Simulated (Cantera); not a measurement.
Charge: 1 mol MgCO3, 0.4 mol SO2, 0.71 mol H2O, at 82.5 Torr.

Equilibrium computed with Cantera from the NASA thermochemical tables; the gas is ideal and each condensed phase is pure. Candidate condensed phases: C, C6H6, C7H8, C8H18, H2O, H2SO4, Mg, MgCO3, MgO, Mg(OH)2, MgS, MgSO4, S; 130 gas species. Rates play no part.

Task: At 1673 K, list the 5 most abundant gas species with their mole fractions, and the condensed phases.

Result: CO2 0.471, H2O 0.335, SO2 0.189, CO 0.00205, O2 0.00120. Condensed: MgO(s).
